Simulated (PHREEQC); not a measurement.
## Nickel, zinc or cadmium bath

Solution (5.8 °C): 0.017 mol ZnSO4, 0.00092 mol NaOH and 0.028 mol H2SO4 per kg of water. Closed to the air; pH follows from the charge balance.

All values are PHREEQC results (ion-association model, phreeqc.dat), not measurements.

Each row changes one thing in this solution. Precipitation was switched off in this run.

```
case                                  pH  ionic strength (mol/kgw)  HSO4- (mol/kgw)  SO4-2 (mol/kgw)  Zn+2 (mol/kgw)  ZnSO4 (mol/kgw)
----------------------------------  ----  ------------------------  ---------------  ---------------  --------------  ---------------
as made                             1.52                    0.0870           0.0186           0.0184          0.0101          0.00586
0.026 mol/kgw KCl added             1.51                     0.115           0.0180           0.0189          0.0106          0.00529
ZnSO4 from 0.017 to 0.034 mol/kgw   1.55                     0.120           0.0207           0.0239          0.0194           0.0118
diluted 10-fold with water          2.36                    0.0122         0.000712          0.00339         0.00131         0.000377
diluted 100-fold with water         3.29                   0.00145          1.30e-5         0.000427        0.000160          9.86e-6
temperature from 5.8 to 60 °C       1.65                    0.0729           0.0279           0.0109          0.0112          0.00545
ZnSO4 from 0.017 to 0.0017 mol/kgw  1.48                    0.0562           0.0160           0.0130         0.00106         0.000569
0.0013 mol/kgw LiOH added           1.53                    0.0874           0.0183           0.0186          0.0100          0.00589
```

Species that the database lacks are ignored. Constants without temperature data keep their 25 °C values here.
